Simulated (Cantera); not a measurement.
A closed system holds: 1 mol HgO, 0.5 mol H2, a varied amount of N2, held at 450 K and 14.0 Pa.

Cantera equilibrium calculation (NASA polynomials, part measured and part estimated; ideal gas, pure solids and liquids). Candidate condensed phases: H2O, Hg, HgO; 25 gas species. The numbers say what is thermodynamically allowed, not how fast it happens.

**Question.** At 5.9 mol N2, list the 4 most abundant gas species with their mole fractions, and the condensed phases.

**Answer.** N2 0.771, Hg 0.131, H2O 0.0654, O2 0.0327. Condensed: gas only.
